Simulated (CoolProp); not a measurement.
R143a at 383.02 K and 1.5 MPa is throttled through a valve to 0.494 MPa with no heat exchange. Each further row changes one setting.

Values from CoolProp's reference Helmholtz-energy equation of state, Lemmon and Jacobsen 2000.

| case | temperature change (K) | final density (kg/m³) |
|---|---|---|
| as stated | ? | ? |
| outlet pressure 0.148 MPa | ? | 4.08 |
| outlet pressure 0.642 MPa | ? | ? |

Q: Some entries are withheld; supply them.

A: 
- as stated, temperature change (K): -9.2
- as stated, final density (kg/m³): 13.9
- outlet pressure 0.148 MPa, temperature change (K): -12.4
- outlet pressure 0.642 MPa, temperature change (K): -7.8
- outlet pressure 0.642 MPa, final density (kg/m³): 18.2
